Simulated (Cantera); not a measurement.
Formation from one mole of Cl₂

Source: NASA polynomial tables (part measured, part estimated), evaluated in Cantera. Values are per mole of reaction as written; species without (g) are pure solids or liquids, kept so even where they would boil at 1 bar.

0.6667 Ti + Cl₂(g) ⇌ 0.6667 TiCl₃(g)

| T (K) | ΔH° (kJ) | ΔS° (J/K) | ΔG° (kJ) | log10 K |
|---|---|---|---|---|
| 300 | -359.6 | -32.3 | -349.9 | 60.91 |
| 400 | -359.7 | -32.7 | -346.6 | 45.26 |
| 425 | -359.7 | -32.8 | -345.8 | 42.50 |
| 450 | -359.7 | -32.8 | -345.0 | 40.04 |
| 475 | -359.7 | -32.8 | -344.1 | 37.84 |
| 500 | -359.7 | -32.8 | -343.3 | 35.87 |
| 525 | -359.7 | -32.8 | -342.5 | 34.08 |
| 550 | -359.7 | -32.8 | -341.7 | 32.45 |

0.6667 Al + Cl₂(g) ⇌ 0.6667 AlCl₃

```csv
T (K),ΔH° (kJ),ΔS° (J/K),ΔG° (kJ),log10 K,condensed phases
300,-470.4,-169.0,-419.7,73.07,"Al(s), AlCl₃(s)"
400,-469.2,-165.5,-403.0,52.62,"Al(s), AlCl₃(s)"
425,-468.8,-164.6,-398.8,49.02,"Al(s), AlCl₃(s)"
450,-468.4,-163.7,-394.7,45.82,"Al(s), AlCl₃(s)"
475,-444.3,-111.9,-391.1,43.01,"Al(s), AlCl₃(l)"
500,-443.6,-110.4,-388.4,40.57,"Al(s), AlCl₃(l)"
525,-442.8,-109.0,-385.6,38.37,"Al(s), AlCl₃(l)"
550,-442.1,-107.6,-382.9,36.36,"Al(s), AlCl₃(l)"
```

2 Li + Cl₂(g) ⇌ 2 LiCl(g)

| T (K) | ΔH° (kJ) | ΔS° (J/K) | ΔG° (kJ) | log10 K | condensed phases |
|---|---|---|---|---|---|
| 300 | -391.5 | 144.4 | -434.8 | 75.70 | Li(s) |
| 400 | -393.3 | 139.0 | -448.9 | 58.63 | Li(s) |
| 425 | -393.9 | 137.7 | -452.4 | 55.60 | Li(s) |
| 450 | -394.5 | 136.4 | -455.8 | 52.91 | Li(s) |
| 475 | -401.1 | 121.8 | -459.0 | 50.47 | Li(l) |
| 500 | -401.7 | 120.5 | -462.0 | 48.26 | Li(l) |
| 525 | -402.3 | 119.3 | -465.0 | 46.26 | Li(l) |
| 550 | -402.9 | 118.2 | -467.9 | 44.44 | Li(l) |

0.5 Ti + Cl₂(g) ⇌ 0.5 TiCl₄(g)

```
T (K)  ΔH° (kJ)  ΔS° (J/K)  ΔG° (kJ)  log10 K
-----  --------  ---------  --------  -------
300      -381.6      -61.0    -363.3    63.25
400      -381.4      -60.6    -357.2    46.65
425      -381.4      -60.5    -355.7    43.72
450      -381.4      -60.4    -354.2    41.11
475      -381.3      -60.3    -352.7    38.78
500      -381.3      -60.2    -351.2    36.69
525      -381.2      -60.1    -349.7    34.79
550      -381.2      -60.0    -348.2    33.07
```
